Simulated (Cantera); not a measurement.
Input: 1 mol Cu2O, 1.9 mol CH4, 0.37 mol CO, at 0.210 Torr.

These are equilibrium values from Cantera (NASA tables, ideal gas, pure condensed phases), not measurements of a reactor. Candidate condensed phases: C, C6H6, C7H8, C8H18, Cu, CuO, Cu(OH)2, Cu2O, H2O; 113 gas species. The numbers say what is thermodynamically allowed, not how fast it happens.

### Question
At 1498 K, list the 4 most abundant gas species with their mole fractions, and the condensed phases.

### Answer
H2 0.713, CO 0.257, Cu 0.0284, H 0.000867. Condensed: C(graphite) + Cu(l).
